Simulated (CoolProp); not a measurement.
Vapour-liquid equilibrium of isohexane (1) + benzene (2) at 637 kPa; x and y are mole fractions of (1).

Computed with CoolProp (multi-fluid Helmholtz-energy mixture model, Lemmon 2006 and Thol 2012; pair parameters Bell 2016).

Problem. Give the bubble temperature and the first vapour's composition at x = 0.35, 0.5, 0.575. Is there an azeotrope?

Solution. x = 0.35: 141.0 °C, y = 0.459; x = 0.5: 138.0 °C, y = 0.586; x = 0.575: 136.8 °C, y = 0.647. No azeotrope shows between x = 0.05 and 0.95.

The pair parameters rest on a limited set of measurements; away from them the model extrapolates.
